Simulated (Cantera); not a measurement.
Charge: 1 mol C2H4, 0.063 mol H2O, 19 mol N2, at 2898 K and 0.0100 bar.

Cantera equilibrium calculation (NASA polynomials, part measured and part estimated; ideal gas, pure solids and liquids). Candidate condensed phases: C, C6H6, C7H8, C8H18, H2O; 136 gas species. Equilibrium is a limit: real reactors are often held back by kinetics, nucleation or transport.

### Question
What is the equilibrium state?

### Answer
```json
{
 "x(N2)": "0.803",
 "x(H)": "0.130",
 "x(HCN)": "0.0170",
 "x(CN)": "0.0159",
 "x(H2)": "0.0130",
 "x(C3)": "0.0101",
 "x(HNC)": "0.00296",
 "x(CO)": "0.00272",
 "x(C)": "0.00186",
 "n(C(graphite))": "0.204 mol",
 "gas_amount": "23.13 mol"
}
```
